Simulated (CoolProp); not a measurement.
Vapour-liquid equilibrium of carbon dioxide (1) + CH2F2 (R32) (2) at -30.65 °C; x and y are mole fractions of (1).

Values from CoolProp's multi-fluid Helmholtz-energy mixture model, Span 1996 and Tillner-Roth 1997; pair parameters Bell 2016.

```tsv
x	bubble pressure, mixture model (kPa)	bubble pressure, Raoult's law (kPa)	y, mixture model	y, Raoult's law
0.05	323.1	322.7	0.204	0.216
0.2	495.2	492.3	0.544	0.567
0.35	666.2	661.9	0.712	0.739
0.5	834.1	831.5	0.813	0.840
0.65	999.4	1001	0.884	0.907
0.8	1165	1171	0.938	0.955
0.95	1337	1340	0.985	0.990
```

The largest gap from Raoult's law is +0.6 % in bubble pressure, at x = 0.35. No azeotrope shows between x = 0.05 and 0.95.

The pair parameters rest on a limited set of measurements; away from them the model extrapolates. The gap from Raoult's law changes sign with composition, which may be real or a fault of the pair parameters; it wasn't checked against measurements.
